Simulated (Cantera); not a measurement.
Feed: 1 mol Si₂Cl₆, 19 mol NH₃, 1.5 mol H₂, held at 0.100 bar.

Equilibrium computed with Cantera from the NASA thermochemical tables; the gas is ideal and each condensed phase is pure. Candidate condensed phases: NH₄Cl, Si, Si₃N₄; 28 gas species. The feed counts by its element totals alone. Gases not in the tables: Si₂H₆ and higher silanes. The numbers say what is thermodynamically allowed, not how fast it happens.

Q: What share of the Si ends up in condensed phases as a function of T (°C), at 652, 802, 952, 1102, 1252, 1402, 1552?

A: 
| T (°C) | Si condensed (%) | as |
|---|---|---|
| 652 | 98.8 | Si₃N₄(s) |
| 802 | 99.3 | Si₃N₄(s) |
| 952 | 99.4 | Si₃N₄(s) |
| 1102 | 98.9 | Si₃N₄(s) |
| 1252 | 94.2 | Si₃N₄(s) |
| 1402 | 76.3 | Si₃N₄(s) |
| 1552 | 44.3 | Si₃N₄(s) |
